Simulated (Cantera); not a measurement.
Equilibrium for silicon carbide growth: CH3SiCl3 + H2

A closed system holds: 1 mol CH3SiCl3, 30 mol H2, at 0.00133 bar.

Method: chemical equilibrium by Gibbs-energy minimisation in Cantera with the NASA 1993 tables (ideal gas, pure condensed phases). Candidate condensed phases: C, C6H6, C7H8, C8H18, Si, SiC; 109 gas species. The feed counts by its element totals alone. The tables' values for SiCl are old estimates; treat these amounts as uncertain. Gases not in the tables: Si2H6 and higher silanes. Rates play no part.

From 1923 K to 2173 K the condensed part is C(graphite) + SiC(s). From 2223 K to 2473 K the condensed part is C(graphite). From 2523 K to 2573 K nothing is condensed. The main Si-bearing gas is SiCl2 at 1923 K and Si at 2573 K.

```tsv
T (K)	log p H2	log p H	log p HCl	log p Cl	log p Si	log p C2H2 (acetylene)	n C(graphite)	n SiC(s)
1923	-2.93	-4.49	-3.94	-5.63	-6.16	-6.27	0.0235	0.948
1973	-2.93	-4.34	-3.95	-5.48	-5.81	-6.13	0.0404	0.918
2023	-2.94	-4.19	-3.96	-5.34	-5.47	-5.99	0.0797	0.857
2073	-2.95	-4.06	-3.97	-5.21	-5.15	-5.86	0.165	0.736
2123	-2.96	-3.93	-3.99	-5.09	-4.84	-5.75	0.343	0.491
2173	-2.99	-3.81	-4.02	-4.98	-4.55	-5.64	0.699	0.00439
2223	-3.01	-3.70	-4.04	-4.87	-4.54	-5.54	0.645	0
2273	-3.03	-3.59	-4.06	-4.76	-4.54	-5.45	0.573	0
2323	-3.06	-3.49	-4.10	-4.67	-4.55	-5.37	0.489	0
2373	-3.10	-3.40	-4.14	-4.59	-4.57	-5.31	0.390	0
2423	-3.14	-3.32	-4.19	-4.52	-4.59	-5.25	0.277	0
2473	-3.19	-3.25	-4.25	-4.46	-4.62	-5.21	0.145	0
2523	-3.26	-3.18	-4.32	-4.40	-4.65	-5.19	0	0
2573	-3.33	-3.13	-4.41	-4.36	-4.66	-5.26	0	0
```
log p: log10 of the partial pressure in bar; n: condensed amount in mol.
